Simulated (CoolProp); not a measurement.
Properties of fluoroethane (R161) at several states.

Computed with CoolProp (reference Helmholtz-energy equation of state, Wu 2012).

| T (°C) | p (MPa) | phase | density (kg/m³) | cp (kJ/(kg K)) | isothermal compressibility (1/MPa) | expansivity (1/kK) |
|---|---|---|---|---|---|---|
| 76.15 | 0.216 | gas | 3.646 | 1.421 | 4.723 | 3.056 |
| -118.65 | 0.111 | liquid | 925.0 | 2.054 | 0.0005833 | 1.399 |
| 144.65 | 0.0118 | gas | 0.1633 | 1.597 | 84.80 | 2.398 |
| -64.35 | 5 | liquid | 858.8 | 1.910 | 0.0009862 | 1.497 |
